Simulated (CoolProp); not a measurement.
Properties of R1234ze(Z) along the isobar 0.101 MPa (Tc = 423.3 K, pc = 3.531 MPa, ω = 0.327).

Computed with CoolProp (reference Helmholtz-energy equation of state, Akasaka 2019).

| T (K) | phase | Z | cp (kJ/(kg K)) | isothermal compressibility (1/MPa) | fugacity coefficient |
|---|---|---|---|---|---|
| 371.2 | gas | 0.9825 | … | 10.08 | 0.9828 |
| 376.8 | gas | 0.9835 | 0.9793 | 10.07 | 0.9837 |
| 382.4 | gas | 0.9843 | 0.9880 | 10.06 | 0.9845 |
| 388 | gas | 0.9851 | … | 10.05 | 0.9853 |
| 393.7 | gas | 0.9859 | 1.005 | 10.04 | 0.9861 |
| 399.3 | gas | 0.9866 | 1.014 | 10.04 | 0.9868 |
| 404.9 | gas | 0.9873 | 1.022 | 10.03 | 0.9874 |
| 410.5 | gas | 0.9879 | 1.030 | 10.02 | 0.9880 |
| 416.2 | gas | 0.9885 | 1.039 | 10.02 | 0.9886 |
| 421.8 | gas | 0.9890 | 1.047 | 10.01 | 0.9891 |
| 427.4 | gas | 0.9895 | … | 10.01 | 0.9896 |
| 433 | gas | 0.9900 | 1.063 | 10.00 | 0.9901 |

Question: Some entries are withheld; supply them.

Answer: 
- 371.2, cp (kJ/(kg K)): 0.9705
- 388, cp (kJ/(kg K)): 0.9966
- 427.4, cp (kJ/(kg K)): 1.055
